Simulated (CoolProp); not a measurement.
The numbers come from the reference Helmholtz-energy equation of state, Zhou 2011 in CoolProp.

**Question.** Give the vapour pressure (kPa), vapour density (kg/m³), surface tension (mN/m) of saturated dimethyl carbonate at 313.6, 405.5, 474.5 K.

**Answer.** 
```csv
T (K),p (kPa),vapour density (kg/m³),surface tension (mN/m)
313.6,15.3,0.533,26.1
405.5,331,9.48,13.5
474.5,1380,39.0,5.80
```

Surface tension comes from a separate correlation (Mulero 2014).
